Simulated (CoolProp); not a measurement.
R22 at 298.15 K and 0.0785 MPa is compressed adiabatically to 0.189 MPa with isentropic efficiency 0.8. Each further row changes one setting.

Model: reference Helmholtz-energy equation of state, Kamei 1995, in CoolProp.

```tsv
case	work (kJ/kg)	final temperature (K)	final density (kg/m³)
as stated	33.1	348.1	5.74
efficiency 1	26.5	338.8	5.91
efficiency 0.65	40.8	358.6	5.56
```
